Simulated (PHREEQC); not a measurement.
Acid mine or pickling water

A made-up water analysis in mmol/kgw, 20 °C, pH 3.38, pe 10.1:

```json
[
 {"constituent": "Na", "mmol/kgw": "0.826"},
 {"constituent": "K", "mmol/kgw": "0.00639"},
 {"constituent": "Ca", "mmol/kgw": "1.17"},
 {"constituent": "Mg", "mmol/kgw": "1.03"},
 {"constituent": "Cl", "mmol/kgw": "0.627"},
 {"constituent": "S(6)", "mmol/kgw": "2.7"},
 {"constituent": "Mn(2)", "mmol/kgw": "0.00237"},
 {"constituent": "Sr", "mmol/kgw": "0.00409"},
 {"constituent": "Al", "mmol/kgw": "0.0225"},
 {"constituent": "B", "mmol/kgw": "0.00543"}
]
```

Na is adjusted to close the charge balance.
Valence states are taken as typed.

Equilibrium calculation in PHREEQC: ion-association model, phreeqc.dat.

Precipitation was switched off in this run.

Q: What ionic strength does the model give?

A: ionic strength 0.00933 mol/kgw.

Q: In which forms is Mg present?

A: Mg+2 82 %, MgSO4 18 % of the Mg.
